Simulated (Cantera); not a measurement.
Input: 1 mol CaCO₃, 1.3 mol O₂, 1.1 mol CO₂, at 1.33 mbar.

Equilibrium computed with Cantera from the NASA thermochemical tables; the gas is ideal and each condensed phase is pure. Candidate condensed phases: C, Ca, CaCO₃, CaO; 15 gas species. Rates play no part.

Q: Which condensed phases are stable at each of these points (T (K)): 573, 623, 673, 723, 773, 823, 873, 923, 973, 1023, 1073, 1123, 1173, 1223?

A: 
| T (K) | condensed phases | Ca condensed (%) |
|---|---|---|
| 573 | CaCO₃(calcite) | 100.0 |
| 623 | CaCO₃(calcite) | 100.0 |
| 673 | CaCO₃(calcite) | 100.0 |
| 723 | CaCO₃(calcite) | 100.0 |
| 773 | CaCO₃(calcite) | 100.0 |
| 823 | CaCO₃(calcite) + CaO(s) | 100.0 |
| 873 | CaO(s) | 100.0 |
| 923 | CaO(s) | 100.0 |
| 973 | CaO(s) | 100.0 |
| 1023 | CaO(s) | 100.0 |
| 1073 | CaO(s) | 100.0 |
| 1123 | CaO(s) | 100.0 |
| 1173 | CaO(s) | 100.0 |
| 1223 | CaO(s) | 100.0 |

From 573 K to 773 K the condensed part is CaCO₃(calcite). At 823 K the condensed part is CaCO₃(calcite) + CaO(s). From 873 K to 1223 K the condensed part is CaO(s).
